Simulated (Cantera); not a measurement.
What does this Cantera script print?

```python
import numpy as np
import cantera as ct

gas = ct.Solution("gri30.yaml", transport_model="mixture-averaged")
show = ['OH', 'C2H2', 'H2O']

rows = []
print(f"{'T/K':>7s}{'rho':>11s}{'cp':>10s}{'mu':>11s}{'lambda':>11s}{'Pr':>7s}" + "".join(f"{'D_' + s:>11s}" for s in show))
for T in [400, 500, 600, 700, 800, 900, 1000, 1100, 1200]:
    gas.TPX = T, 11000, {'O2': 0.81}
    Pr = gas.cp_mass * gas.viscosity / gas.thermal_conductivity
    D = [gas.mix_diff_coeffs_mole[gas.species_index(s)] for s in show]
    rows.append([gas.density, gas.cp_mass, gas.viscosity, gas.thermal_conductivity, Pr, *D])
    print(f"{T:7g}{gas.density:11.4e}{gas.cp_mass:10.1f}{gas.viscosity:11.4e}"
          f"{gas.thermal_conductivity:11.4e}{Pr:7.3f}" + "".join(f"{d:11.4e}" for d in D))
print("SI units: kg/m3, J/kg/K, Pa s, W/m/K, m2/s")
```

It prints:

```
    T/K        rho        cp         mu     lambda     Pr       D_OH     D_C2H2      D_H2O
    400 1.0583e-01     941.4 2.5629e-05 3.3852e-02  0.713 4.9057e-04 2.5797e-04 3.6792e-04
    500 8.4666e-02     971.4 3.0045e-05 4.1143e-02  0.709 7.1839e-04 3.8285e-04 5.6085e-04
    600 7.0555e-02    1002.6 3.4077e-05 4.8204e-02  0.709 9.7815e-04 5.2578e-04 7.8516e-04
    700 6.0476e-02    1031.1 3.7824e-05 5.4969e-02  0.709 1.2677e-03 6.8547e-04 1.0382e-03
    800 5.2917e-02    1054.7 4.1353e-05 6.1440e-02  0.710 1.5856e-03 8.6091e-04 1.3180e-03
    900 4.7037e-02    1073.7 4.4705e-05 6.7643e-02  0.710 1.9303e-03 1.0513e-03 1.6228e-03
   1000 4.2333e-02    1090.2 4.7912e-05 7.3608e-02  0.710 2.3009e-03 1.2560e-03 1.9514e-03
   1100 3.8485e-02    1102.7 5.0995e-05 7.9365e-02  0.709 2.6964e-03 1.4745e-03 2.3027e-03
   1200 3.5278e-02    1114.2 5.3973e-05 8.4942e-02  0.708 3.1160e-03 1.7063e-03 2.6756e-03
SI units: kg/m3, J/kg/K, Pa s, W/m/K, m2/s
```

Cantera simulation using GRI-Mech 3.0 (53 species, 325 reactions); the numbers are that mechanism's predictions, not measurements.
